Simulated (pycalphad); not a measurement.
**Freezing of Al-Si-Fe alloys with rising Fe**

Source of the numbers: pycalphad with the COST 507 light-alloy database (1999); pressure 1 atm. The data set is of 1999 and partly superseded. Amounts are mole fractions of atoms.

Scheil-Gulliver runs (no diffusion in the solid, steps of 4 K) beside full equilibrium.

| alloy | liquidus (K) | Scheil, half solid (K) | Scheil, 80 % solid (K) | Scheil, invariant end (K) | liquid left at that end | equilibrium solidus (K) |
|---|---|---|---|---|---|---|
| Al-13.61Si-2.03Fe (at.%) | 962 | at the invariant end | at the invariant end | 849 | 0.87 | 849 |
| Al-13.61Si-6.07Fe (at.%) | 1085 | at the invariant end | at the invariant end | 849 | 0.67 | 849 |
| Al-13.61Si-16.2Fe (at.%) | 1280 | 1128 | at the invariant end | 849 | 0.23 | 986 |
